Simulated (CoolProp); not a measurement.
A single-stage vapour-compression cycle with the fluoroketone C6F12O (FK-5-1-12): evaporating at 278.15 K (dew point), condensing at 331.15 K (bubble point), superheat 5 K, subcooling 0 K, compressor efficiency 0.8, no pressure losses. Each further row changes one setting.

Values from CoolProp's reference Helmholtz-energy equation of state, McLinden 2015.

```
case                              cooling COP  pressure ratio  discharge temperature (K)  refrigerating effect (kJ/kg)  volumetric capacity (kJ/m³)
--------------------------------  -----------  --------------  -------------------------  ----------------------------  ---------------------------
as stated                                2.49            8.49                      331.1                          45.7                          101
evaporating temperature 283.15 K         3.01            6.65                      331.1                          49.9                          138
condensing temperature 326.15 K          2.99            7.20                      326.2                          51.4                          113
subcooling 5 K                           2.79            8.49                      331.1                          51.4                          113
superheat 15 K                           2.72            8.49                      331.1                          54.3                          115
compressor efficiency 0.7                2.18            8.49                      331.1                          45.7                          101
```

The compression ends wet for: as stated; evaporating temperature 283.15 K; condensing temperature 326.15 K; subcooling 5 K; superheat 15 K; compressor efficiency 0.7.
